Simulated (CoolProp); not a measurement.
Isobutane at several states: density (kg/m³) from the reference equation and from simpler models built on Tc = 134.7 °C, pc = 3.629 MPa, ω = 0.184; each cubic takes its own stable root.

The numbers come from the reference Helmholtz-energy equation of state, Bücker 2006 in CoolProp.

```tsv
T (°C)	p (MPa)	phase	reference	van der Waals	Peng-Robinson
144.15	0.0265	gas	0.4449	0.4448	0.4451
39.15	0.0245	gas	0.5514	0.5505	0.5514
57.75	0.5	gas	11.74	?	?
217.45	0.0263	gas	0.3752	0.3753	0.3753
6.65	1	liquid	574.2	360.8	608.5
-89.75	1.9	liquid	675.2	?	707.4
```

Problem. What belongs in the gaps?

Solution. 
- 57.75, van der Waals: 11.38
- 57.75, Peng-Robinson: 11.77
- -89.75, van der Waals: 421.4
